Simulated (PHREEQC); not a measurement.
Dissolve 0.045 mol NaHSO4, 0.0011 mol NaOH and 0.067 mol KCl per kg of water at 25 °C. Closed to the air; pH follows from the charge balance.

The numbers come from PHREEQC with the ion-association model, phreeqc.dat.

No solid was allowed to form.

Order these S species by the share of S that they hold, largest first: HSO4-, SO4-2, KSO4-, NaSO4-.

SO4-2 (49 %), HSO4- (41 %), KSO4- (6.7 %), NaSO4- (3.5 %)

The pH is 1.69 and the ionic strength 0.156 mol/kgw.
